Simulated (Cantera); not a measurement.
Al2O3 + Cl2 + N2 (oxide etching and cleaning by halides)

A closed system holds: 1 mol Al2O3, 2 mol Cl2, 0.98 mol N2, held at 0.100 bar.

Method: chemical equilibrium by Gibbs-energy minimisation in Cantera with the NASA 1993 tables (ideal gas, pure condensed phases). Candidate condensed phases: Al, AlCl3, AlN, Al2O3; 24 gas species. Condensed phases not in the tables: AlOCl. Rates play no part.

```csv
T (K),x Cl2,x N2,x Cl,x AlCl3,x O2,n Al2O3(s)
948,0.671,0.329,0.000443,1.81e-5,1.35e-5,1.000
998,0.670,0.329,0.000976,4.46e-5,3.33e-5,1.000
1048,0.669,0.329,0.00199,0.000101,7.51e-5,1.000
1098,0.668,0.328,0.00382,0.000211,0.000157,1.000
1148,0.665,0.328,0.00691,0.000412,0.000307,0.999
1198,0.660,0.327,0.0119,0.000759,0.000564,0.999
1248,0.653,0.326,0.0196,0.00132,0.000983,0.998
1298,0.642,0.324,0.0309,0.00220,0.00163,0.997
1348,0.626,0.321,0.0469,0.00348,0.00258,0.995
1398,0.605,0.317,0.0688,0.00528,0.00391,0.992
1448,0.577,0.312,0.0977,0.00766,0.00567,0.988
1498,0.541,0.306,0.134,0.0107,0.00788,0.983
1548,0.498,0.298,0.178,0.0142,0.0105,0.977
1598,0.449,0.289,0.230,0.0182,0.0134,0.969
```
x: gas mole fraction; n: condensed amount in mol.

From 948 K to 1598 K the condensed part is Al2O3(s). The main Al-bearing gas is AlCl3 throughout.
